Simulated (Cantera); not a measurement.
An isothermal, constant-pressure homogeneous reactor starts with CH4 : H2 : N2 = 0.018 : 1 : 0.00023 (molar parts), at 1625 K and 0.220 bar. Integrator tolerance rtol = 1e-08.

Cantera simulation using GRI-Mech 3.0 (53 species, 325 reactions); the numbers are that mechanism's predictions, not measurements. GRI-Mech 3.0 stops at C3 and has no aromatics, soot or wall deposition, so with more carbon than oxygen in the feed, carbon stays in small species such as C2H2 where larger ones or solid carbon would form.

Q: What does this change do: temperature 1625 to 2875 K?

A: 
| quantity | before | after |
|---|---|---|
| x(CH4) at 4.00 s | 0.00688 (gas-phase equilibrium 0.00420) | 5.62e-6 (gas-phase equilibrium 5.72e-6) |
| x(H2) at 4.00 s | 0.987 (gas-phase equilibrium 0.989) | 0.790 (gas-phase equilibrium 0.790) |
| x(C2H4) at 4.00 s | 0.000102 (gas-phase equilibrium 0.000122) | 2.91e-7 (gas-phase equilibrium 2.91e-7) |
| x(C2H2) at 4.00 s | 0.00519 (gas-phase equilibrium 0.00633) | 0.00732 (gas-phase equilibrium 0.00732) |
| x(HCN) at 4.00 s | 1.73e-11 (gas-phase equilibrium 0.000330) | 0.000348 (gas-phase equilibrium 0.000352) |
| x(H) at 4.00 s | 0.000149 (gas-phase equilibrium 0.000151) | 0.202 (gas-phase equilibrium 0.202) |
